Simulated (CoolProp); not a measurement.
The fluid at 298.15 K and 3.82 MPa is throttled through a valve to 0.947 MPa with no heat exchange. The same conditions are run with several fluids, on thermodynamics alone (safety and materials aside).

Model: reference Helmholtz-energy equation of state of each fluid (ethylene: Smukala 2000; oxygen: Schmidt 1985; carbon dioxide: Span 1996; methane: Setzmann 1991; fluorine: de Reuck 1990), in CoolProp.

Q: Rank ethylene, oxygen, carbon dioxide, methane, fluorine by temperature change (K), highest first.

A: fluorine (-5.4), oxygen (-7.5), methane (-12.7), ethylene (-37.3), carbon dioxide (-37.6)

| fluid | final density (kg/m³) |
|---|---|
| ethylene | 13.4 |
| oxygen | 12.6 |
| carbon dioxide | 20.9 |
| methane | 6.53 |
| fluorine | 14.8 |
